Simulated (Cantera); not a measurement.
Cantera run:

```python
import numpy as np
import cantera as ct

gas_names = [...]  # 109 gases of nasa_gas.yaml made of C, Cl, H, Si
cond_names = """
    C(gr) C6H6(L) C7H8(L) C8H18(L),n-octa Si(cr) Si(L) SiC(b)
""".split()


# ... load() reads the species with a 1 bar reference pressure and builds the phases ...
atoms = {
    'SiHCl3': {'Si': 1, 'H': 1, 'CL': 3},
    'C2H2': {'C': 2, 'H': 2},
    'H2': {'H': 2},
    'HCl': {'H': 1, 'CL': 1},
}
top_T = {'C(gr)': 4500, 'SiC(b)': 3050}  # K; cautious upper limits of use, not melting points


# ... equilibrate(T, P, feed) seeds the gas with the atoms and calls Mixture.equilibrate('TP', solver="vcs", rtol=1e-11, max_steps=5000) ...
results = []
feed = {'SiHCl3': 1, 'C2H2': 0.14, 'H2': 3.4, 'HCl': 0.29}  # mol
P = 8500  # Pa
for T in [1875, 1900, 1925, 1950, 1975, 2000, 2025, 2050, 2075, 2100, 2125, 2150, 2175]:
    mix = equilibrate(T, P, feed)
    results.append((T, P, feed, dict(zip(mix.species_names, mix.species_moles))))

top = {s: max(r[3][s] / sum(r[3][g] for g in gas_names) for r in results) for s in gas_names}
cols = sorted((s for s in top if top[s] > 0.001), key=lambda s: -top[s])[:9]
seen = [c for c in cond_names if any(r[3].get(c, 0) > 1e-12 for r in results)]
print("log10 of partial pressures in bar; condensed amounts in mol")
print(f"{'T/K':>10s}" + "".join(f"{s[:9]:>10s}" for s in cols + seen))
for T, P, feed, n in results:
    ng = sum(n[g] for g in gas_names)
    print(f"{T:10.4g}" + "".join(f"{np.log10(max(n[s] / ng * P / 1e5, 1e-99)):10.3f}" for s in cols)
          + "".join(f"{n.get(c, 0):10.4g}" for c in seen))
```

Output:

```
log10 of partial pressures in bar; condensed amounts in mol
       T/K        H2       HCL     SiCL2         H     SiCL3        CL      SiCL        Si    SiC(b)
      1875    -1.320    -1.577    -2.000    -3.844    -3.351    -4.221    -4.820    -5.655    0.2799
      1900    -1.321    -1.577    -1.998    -3.761    -3.392    -4.139    -4.720    -5.497    0.2799
      1925    -1.322    -1.576    -1.997    -3.680    -3.432    -4.059    -4.623    -5.344    0.2799
      1950    -1.322    -1.576    -1.996    -3.602    -3.471    -3.981    -4.529    -5.194    0.2799
      1975    -1.323    -1.576    -1.995    -3.525    -3.510    -3.905    -4.437    -5.048    0.2798
      2000    -1.324    -1.576    -1.995    -3.451    -3.548    -3.831    -4.348    -4.907    0.2798
      2025    -1.324    -1.576    -1.995    -3.378    -3.585    -3.759    -4.261    -4.769    0.2797
      2050    -1.325    -1.576    -1.995    -3.307    -3.621    -3.688    -4.176    -4.634    0.2796
      2075    -1.326    -1.576    -1.995    -3.238    -3.658    -3.620    -4.094    -4.503    0.2795
      2100    -1.327    -1.577    -1.996    -3.170    -3.693    -3.553    -4.015    -4.376    0.2793
      2125    -1.328    -1.577    -1.997    -3.104    -3.728    -3.487    -3.937    -4.252     0.279
      2150    -1.330    -1.577    -1.999    -3.040    -3.763    -3.423    -3.862    -4.131    0.2787
      2175    -1.331    -1.577    -2.001    -2.977    -3.797    -3.360    -3.790    -4.014    0.2782
```

Cantera equilibrium calculation (NASA polynomials, part measured and part estimated; ideal gas, pure solids and liquids). The tables' values for SiCl3, SiCl are old estimates; treat these amounts as uncertain. Gases not in the tables: Si2H6 and higher silanes.
